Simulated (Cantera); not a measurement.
A Cantera script and what it prints.

```python
import numpy as np
import cantera as ct

gas_names = [...]  # 129 gases of nasa_gas.yaml made of C, Ca, H, O, S
cond_names = """
    C(gr) C6H6(L) C7H8(L) C8H18(L),n-octa Ca(a) Ca(b) Ca(L) CaCO3(caL) CaO(s) CaO(L) CaO2H2(s) CaS(s)
    CaSO4(s) H2O(s) H2O(L) H2SO4(L) S(cr1) S(cr2) S(L)
""".split()


# ... load() reads the species with a 1 bar reference pressure and builds the phases ...
atoms = {
    'CaCO3': {'Ca': 1, 'C': 1, 'O': 3},
    'SO3': {'S': 1, 'O': 3},
    'H2O': {'H': 2, 'O': 1},
}
top_T = {'C(gr)': 4500, 'CaS(s)': 2750, 'CaSO4(s)': 1730}  # K; cautious upper limits of use, not melting points


# ... equilibrate(T, P, feed) seeds the gas with the atoms and calls Mixture.equilibrate('TP', solver="vcs", rtol=1e-11, max_steps=5000) ...
results = []
feed = {'CaCO3': 1, 'SO3': 0.13, 'H2O': 0.75}  # mol
T = 1623.15  # K
P = 33000  # Pa
mix = equilibrate(T, P, feed)
results.append((T, P, feed, dict(zip(mix.species_names, mix.species_moles))))
x = sorted(zip(gas.X, gas.species_names), reverse=True)
print(f"T = {T:g} K  P = {P:g} Pa  gas = {mix.phase_moles(0):.4g} mol")
print("   x: " + "  ".join(f"{s} {v:.3e}" for v, s in x if v > 0.001))
print("   condensed (mol): " + ("  ".join(f"{mix.phase(i).name} {mix.phase_moles(i):.4g}"
      for i in range(1, mix.n_phases) if mix.phase_moles(i) > 1e-12) or "none"))
```

Output:

```
T = 1623.15 K  P = 33000 Pa  gas = 1.945 mol
   x: CO2 5.140e-01  H2O 3.854e-01  SO2 6.668e-02  O2 3.334e-02
   condensed (mol): CaO(s) 1
```

Method: chemical equilibrium by Gibbs-energy minimisation in Cantera with the NASA 1993 tables (ideal gas, pure condensed phases).
